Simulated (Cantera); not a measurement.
Input (Python, Cantera) and output of one run.

```python
import numpy as np
import cantera as ct

gas_names = """
    Fe H H2 H2S S SH S2 S8
""".split()
cond_names = """
    Fe(a) Fe(c) Fe(d) Fe(L) FeS(a) FeS(b) FeS(c) FeS(L) FeS2(s) S(cr1) S(cr2) S(L)
""".split()


def load(file, names, dense=False):
    # The tables refer to 1 bar. Condensed volumes are neglected.
    table = {s.name: s for s in ct.Species.list_from_file(file)}
    out = []
    for n in names:
        d = dict(table[n].input_data)
        d["thermo"] = dict(d["thermo"], **{"reference-pressure": 1e5})
        if dense:
            d["equation-of-state"] = {"model": "constant-volume", "density": "1e6 g/cm^3"}
        out.append(ct.Species.from_dict(d))
    return out


gas = ct.Solution(thermo="ideal-gas", species=load("nasa_gas.yaml", gas_names))
cond = {s.name: ct.Solution(thermo="fixed-stoichiometry", species=[s], name=s.name)
        for s in load("nasa_condensed.yaml", cond_names, dense=True)}
atoms = {
    'Fe': {'Fe': 1},
    'H2S': {'H': 2, 'S': 1},
    'H2': {'H': 2},
}
top_T = {'FeS2(s)': 1010}  # K; cautious upper limits of use, not melting points


def equilibrate(T, P, feed):
    n = {}
    for name, mol in feed.items():
        for a, k in atoms[name].items():
            n[a] = n.get(a, 0.0) + k * mol
    gas.TPX = T, P, n
    mass = sum(n.values()) * gas.mean_molecular_weight
    gas.equilibrate("TP")
    valid = [c for c in cond.values() if c.min_temp <= T <= top_T.get(c.name, c.max_temp)]
    mix = ct.Mixture([(gas, mass / gas.mean_molecular_weight)] + [(c, 0.0) for c in valid])
    mix.T, mix.P = T, P
    mix.equilibrate("TP", solver="vcs", rtol=1e-11, max_steps=5000)
    return mix


results = []
feed = {'Fe': 1, 'H2S': 0.027, 'H2': 3.9}  # mol
P = 120  # Pa
for T in [1425, 1450, 1475, 1500, 1525, 1550, 1575, 1600, 1625, 1650, 1675, 1700, 1725]:
    mix = equilibrate(T, P, feed)
    results.append((T, P, feed, dict(zip(mix.species_names, mix.species_moles))))

top = {s: max(r[3][s] / sum(r[3][g] for g in gas_names) for r in results) for s in gas_names}
cols = sorted((s for s in top if top[s] > 1e-06), key=lambda s: -top[s])[:9]
seen = [c for c in cond_names if any(r[3].get(c, 0) > 1e-12 for r in results)]
print("log10 of partial pressures in bar; condensed amounts in mol")
print(f"{'T/K':>10s}" + "".join(f"{s[:9]:>10s}" for s in cols + seen))
for T, P, feed, n in results:
    ng = sum(n[g] for g in gas_names)
    print(f"{T:10.4g}" + "".join(f"{np.log10(max(n[s] / ng * P / 1e5, 1e-99)):10.3f}" for s in cols)
          + "".join(f"{n.get(c, 0):10.4g}" for c in seen))
```

Output:

```
log10 of partial pressures in bar; condensed amounts in mol
       T/K        H2        Fe         H       H2S        S2        SH         S     Fe(c)     Fe(d)
      1425    -2.924    -7.554    -6.628    -5.219    -6.045    -6.411    -7.810    0.9999         0
      1450    -2.924    -7.302    -6.486    -5.246    -5.983    -6.333    -7.643    0.9998         0
      1475    -2.924    -7.059    -6.349    -5.275    -5.930    -6.261    -7.484    0.9997         0
      1500    -2.924    -6.824    -6.216    -5.306    -5.885    -6.195    -7.333    0.9995         0
      1525    -2.924    -6.597    -6.088    -5.339    -5.847    -6.133    -7.190    0.9992         0
      1550    -2.924    -6.378    -5.964    -5.373    -5.815    -6.076    -7.054    0.9986         0
      1575    -2.924    -6.165    -5.843    -5.408    -5.789    -6.024    -6.925    0.9978         0
      1600    -2.924    -5.960    -5.727    -5.445    -5.768    -5.975    -6.802    0.9964         0
      1625    -2.925    -5.761    -5.614    -5.483    -5.752    -5.930    -6.684    0.9943         0
      1650    -2.925    -5.568    -5.504    -5.522    -5.740    -5.888    -6.573    0.9911         0
      1675    -2.926    -5.382    -5.398    -5.562    -5.733    -5.850    -6.467         0    0.9863
      1700    -2.927    -5.201    -5.295    -5.604    -5.731    -5.816    -6.366         0    0.9792
      1725    -2.929    -5.026    -5.196    -5.647    -5.732    -5.784    -6.270         0    0.9688
```

Cantera equilibrium calculation (NASA polynomials, part measured and part estimated; ideal gas, pure solids and liquids).
